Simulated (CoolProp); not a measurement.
Properties of trans-2-butene along the isobar 37.6 bar (Tc = 155.5 °C, pc = 40.19 bar, ω = 0.210).

The numbers come from the reference Helmholtz-energy equation of state, Lemmon 2005 in CoolProp. It is a short technical equation, of lower accuracy than the large ones.

```csv
T (°C),phase,density (kg/m³),cp (kJ/(kg K)),isothermal compressibility (1/MPa),fugacity coefficient
-82.15,liquid,715.9,1.983,0.0008515,?
-66.95,liquid,?,2.013,0.0009753,0.0008733
-51.75,liquid,?,2.047,0.001122,0.002417
-36.55,liquid,670.2,?,0.001299,0.005742
-21.35,liquid,654.6,2.130,?,0.01205
-6.15,liquid,?,2.181,0.001778,0.02285
9.05,liquid,622.2,2.238,0.002110,0.03984
24.25,liquid,605.1,2.302,0.002537,0.06473
39.45,liquid,587.3,2.374,0.003099,?
54.65,liquid,568.5,2.455,0.003864,0.1441
69.85,liquid,548.4,2.549,0.004950,0.2005
85.05,liquid,526.5,2.661,0.006583,0.2684
100.25,liquid,502.0,2.804,0.009253,0.3474
115.45,liquid,473.5,3.005,0.01424,0.4360
130.65,liquid,437.8,3.361,0.02625,0.5321
145.75,liquid,382.4,4.593,0.08827,0.6307
```

### Question
What belongs in the gaps?

### Answer

- -82.15, fugacity coefficient: 0.0002604
- -66.95, density (kg/m³): 700.8
- -51.75, density (kg/m³): 685.6
- -36.55, cp (kJ/(kg K)): 2.085
- -21.35, isothermal compressibility (1/MPa): 0.001513
- -6.15, density (kg/m³): 638.6
- 39.45, fugacity coefficient: 0.09907
